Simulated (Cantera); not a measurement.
# Gas-phase reforming

An isothermal, constant-pressure homogeneous reactor starts with CH₄ : H₂O = 1 : 0.65 (molar parts), at 1475 K and 0.840 bar.

Model: GRI-Mech 3.0 (53 species, 325 reactions), integrated in Cantera. GRI-Mech 3.0 stops at C3 and has no aromatics, soot or wall deposition, so with more carbon than oxygen in the feed, carbon stays in small species such as C2H2 where larger ones or solid carbon would form.

| t (s) | x CH₄ | x H₂O | x CO₂ | x HO₂ | x C₂H | x O |
|---|---|---|---|---|---|---|
| 2.00e-5 | 0.606 | 0.394 | <1e-12 | <1e-12 | <1e-12 | <1e-12 |
| 6.32e-5 | 0.606 | 0.394 | <1e-12 | <1e-12 | <1e-12 | <1e-12 |
| 0.000200 | 0.606 | 0.394 | <1e-12 | <1e-12 | <1e-12 | <1e-12 |
| 0.000632 | 0.606 | 0.394 | <1e-12 | <1e-12 | <1e-12 | <1e-12 |
| 0.00200 | 0.605 | 0.394 | 1.77e-11 | <1e-12 | <1e-12 | 1.36e-12 |
| 0.00632 | 0.601 | 0.394 | 1.53e-9 | <1e-12 | 1.65e-12 | 2.63e-12 |
| 0.0200 | 0.586 | 0.391 | 8.51e-8 | <1e-12 | 4.90e-11 | 3.60e-12 |
| 0.0632 | 0.538 | 0.380 | 1.73e-6 | <1e-12 | 4.31e-10 | 2.58e-12 |
| 0.200 | 0.435 | 0.353 | 2.31e-5 | <1e-12 | 1.31e-9 | 1.40e-12 |
| 0.632 | 0.282 | 0.312 | 0.000264 | <1e-12 | 2.44e-9 | <1e-12 |
| 2.00 | 0.148 | 0.265 | 0.00199 | <1e-12 | 3.65e-9 | <1e-12 |
| 6.32 | 0.115 | 0.209 | 0.00668 | <1e-12 | 3.39e-9 | <1e-12 |
| 20.0 | 0.110 | 0.135 | 0.00922 | <1e-12 | 2.18e-9 | <1e-12 |
| 63.2 | 0.0968 | 0.0655 | 0.00647 | <1e-12 | 1.21e-9 | <1e-12 |
| 200 | 0.0813 | 0.0205 | 0.00238 | <1e-12 | 6.85e-10 | <1e-12 |
x: mole fraction; the columns are a selection and need not sum to one.

Equilibrium at this temperature and pressure: CH₄ 0.0717, H₂O 4.11e-6, CO₂ 5.04e-7, HO₂ <1e-12, C₂H 4.80e-10, O <1e-12 (gas phase only).
